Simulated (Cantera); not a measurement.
An adiabatic, constant-volume homogeneous reactor starts with CH4 : C2H6 : O2 : N2 = 1 : 0.11 : 0.994 : 3.74 (molar parts), at 1175 K and 15800 Torr.

Cantera simulation using GRI-Mech 3.0 (53 species, 325 reactions); the numbers are that mechanism's predictions, not measurements. The pressure lies above the range GRI-Mech 3.0 was tuned for (to about 10 atm).

Problem. Predict: time of steepest temperature rise; temperature at 0.100 s; equilibrium temperature; x(CH4) at 0.100 s; x(O2) at 0.100 s.

Solution. 
- time of steepest temperature rise = 0.597 ms
- temperature at 0.100 s = 2354 K
- equilibrium temperature = 2354 K
- x(CH4) at 0.100 s = 3.23e-7 (gas-phase equilibrium 3.55e-7)
- x(O2) at 0.100 s = 2.64e-8 (gas-phase equilibrium 2.64e-8)
